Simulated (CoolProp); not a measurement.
Saturated liquid density (kg/m³) of dodecamethylpentasiloxane (MD3M): the reference equation beside estimates from Tc = 628.0 K, pc = 0.9540 MPa, ω = 0.730. Rackett uses Z = 0.29056 − 0.08775 ω.

Values from CoolProp's reference Helmholtz-energy equation of state, Thol 2019.

| T (K) | reference | Rackett | van der Waals |
|---|---|---|---|
| 494.2 | 665.1 | 806.2 | 368.0 |
| 501 | 656.6 | 794.9 | 363.3 |
| 507.9 | 647.7 | 783.2 | 358.5 |
| 514.7 | 638.8 | 771.3 | 353.6 |
| 521.6 | 629.4 | 758.9 | 348.4 |
| 528.4 | 619.9 | 746.3 | 343.1 |
| 535.3 | 609.9 | 733.1 | 337.6 |
| 542.1 | 599.7 | 719.7 | 331.9 |
| 548.9 | 589.0 | 705.7 | 326.0 |
| 555.8 | 577.7 | 691.0 | 319.8 |
| 562.6 | 566.0 | 675.7 | 313.3 |
| 569.5 | 553.4 | 659.4 | 306.4 |

Absolute difference from the reference over all 12 rows, mean and median: Rackett 20.3 and 20.3 %, van der Waals 44.7 and 44.6 %.
